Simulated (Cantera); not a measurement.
Equilibrium for calcination and drying: CaCO₃ + C + O₂

Charge: 1 mol CaCO₃, 0.013 mol C, 2.6 mol O₂, equilibrated at 13.3 mbar.

Cantera equilibrium calculation (NASA polynomials, part measured and part estimated; ideal gas, pure solids and liquids). Candidate condensed phases: C, Ca, CaCO₃, CaO; 15 gas species. Equilibrium is a limit: real reactors are often held back by kinetics, nucleation or transport.

| T (K) | x O₂ | x CO₂ | x O | x CO | x CaO | n CaO(s) |
|---|---|---|---|---|---|---|
| 1023 | 0.719 | 0.281 | 2.29e-9 | 3.76e-10 | <1e-12 | 1.00 |
| 1123 | 0.719 | 0.281 | 3.23e-8 | 7.22e-9 | <1e-12 | 1.00 |
| 1223 | 0.719 | 0.281 | 2.97e-7 | 8.53e-8 | <1e-12 | 1.00 |
| 1323 | 0.719 | 0.281 | 1.95e-6 | 6.91e-7 | <1e-12 | 1.00 |
| 1423 | 0.719 | 0.281 | 9.89e-6 | 4.16e-6 | <1e-12 | 1.00 |
| 1523 | 0.719 | 0.281 | 4.05e-5 | 1.98e-5 | <1e-12 | 1.00 |
| 1623 | 0.719 | 0.281 | 0.000140 | 7.72e-5 | 7.27e-12 | 1.00 |
| 1723 | 0.718 | 0.281 | 0.000417 | 0.000257 | 1.23e-10 | 1.00 |
| 1823 | 0.718 | 0.280 | 0.00111 | 0.000746 | 1.52e-9 | 1.00 |
| 1923 | 0.717 | 0.279 | 0.00265 | 0.00193 | 1.44e-8 | 1.00 |
| 2023 | 0.714 | 0.275 | 0.00583 | 0.00451 | 1.09e-7 | 1.000 |
| 2123 | 0.710 | 0.269 | 0.0119 | 0.00961 | 6.79e-7 | 1.000 |
x: gas mole fraction; n: condensed amount in mol.

From 1023 K to 2123 K the condensed part is CaO(s).
